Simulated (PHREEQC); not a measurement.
A solution holds 0.0033 mol/kgw CuSO4, 0.0056 mol/kgw HBF4 and 0.0003 mol/kgw KCl, at 20 °C. Closed to the air; pH follows from the charge balance.

All values are PHREEQC results (ion-association model, wateq4f.dat), not measurements.

### Question
The ionic strength comes out as 0.0157 mol/kgw. What activity coefficients do CuF+, K+, SO4-2, Cl-, CuCl+ get?

### Answer
CuF+ 0.88, K+ 0.88, SO4-2 0.62, Cl- 0.88, CuCl+ 0.88.

This is a speciation only: nothing precipitates in the calculation. Real BF4- forms and hydrolyses slowly; the run takes it at equilibrium.
